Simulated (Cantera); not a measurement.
Charge: 1 mol SiH2Cl2, 0.36 mol Cl2, 51 mol H2, at 1200 K and 100 Torr.

Method: chemical equilibrium by Gibbs-energy minimisation in Cantera with the NASA 1993 tables (ideal gas, pure condensed phases). Candidate condensed phases: Si; 19 gas species. The tables' values for SiCl3 are old estimates; treat these amounts as uncertain. Equilibrium is a limit: real reactors are often held back by kinetics, nucleation or transport.

Base state: H2 0.963, HCl 0.0304, SiCl2 0.00227, SiCl4 0.00207, SiHCl3 0.00178, SiCl3 0.000732, SiH2Cl2 0.000201 (mole fractions); condensed: Si(s).

What changes in the equilibrium state with this change: temperature from 1200 K to 1173.15 K?


| species | before | after |
|---|---|---|
| H2 | 0.963 | 0.965 |
| HCl | 0.0304 | 0.0277 |
| SiCl4 | 0.00207 | 0.00269 |
| SiCl2 | 0.00227 | 0.00181 |
| SiHCl3 | 0.00178 | 0.00219 |
| SiH2Cl2 | 0.000201 | 0.000227 |
| SiCl3 | 0.000732 | 0.000704 |
| Si(s), mol | 0.625 | 0.595 |

What changes in the equilibrium state with this change: temperature from 1200 K to 1625 K?


```tsv
species	before	after
H2	0.963	0.955
HCl	0.0304	0.0393
SiCl2	0.00227	0.00566
SiCl4	0.00207	4.00e-6
H	5.30e-7	0.000189
SiHCl3	0.00178	1.51e-5
SiH2Cl2	0.000201	9.70e-6
Si(s), mol	0.625	0.691
```
